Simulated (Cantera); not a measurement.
Charge: 1 mol AlI3, 0.81 mol N2, equilibrated at 1025 °C.

Equilibrium computed with Cantera from the NASA thermochemical tables; the gas is ideal and each condensed phase is pure. Candidate condensed phases: Al, AlI3, AlN, I2; 10 gas species. Equilibrium is a limit: real reactors are often held back by kinetics, nucleation or transport.

### Question
At 10.0 Pa, list the 5 most abundant gas species with their mole fractions, and the condensed phases.

### Answer
I 0.873, N2 0.104, AlI 0.0212, AlI3 0.00115, I2 0.000349. Condensed: AlN(s).
